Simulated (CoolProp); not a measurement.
Vapour-liquid equilibrium of propane (1) + n-perfluorobutane (2) at -40.85 °C; x and y are mole fractions of (1).

Computed with CoolProp (multi-fluid Helmholtz-energy mixture model, Lemmon 2009 and Gao 2022; pair parameters Bell 2016).

```
x      bubble pressure (MPa)  y at the bubble point  dew pressure at overall composition x (MPa)  liquid density (mol/L)
-----  ---------------------  ---------------------  -------------------------------------------  ----------------------
0.05                 0.03976                  0.628                                      0.01609                   7.426
0.125                0.06687                  0.789                                      0.01745                   7.675
0.2                  0.08413                  0.840                                      0.01905                   7.942
0.275                0.09405                  0.862                                      0.02097                   8.230
0.35                 0.09907                  0.872                                      0.02332                   8.543
0.425                 0.1012                  0.876                                      0.02626                   8.885
0.5                   0.1018                  0.878                                      0.03004                   9.261
0.575                 0.1020                  0.878                                      0.03508                   9.676
0.65                  0.1023                  0.880                                      0.04214                   10.14
0.725                 0.1031                  0.884                                      0.05268                   10.65
0.8                   0.1044                  0.893                                      0.06997                   11.23
0.875                 0.1060                  0.914                                       0.1006                   11.87
0.95                  0.1072                  0.954                                       0.1072                   12.60
```

No azeotrope shows between x = 0.05 and 0.95.

The pair parameters rest on a limited set of measurements; away from them the model extrapolates. With so large a gap from Raoult's law the liquid may split in two, which this calculation doesn't test in full.
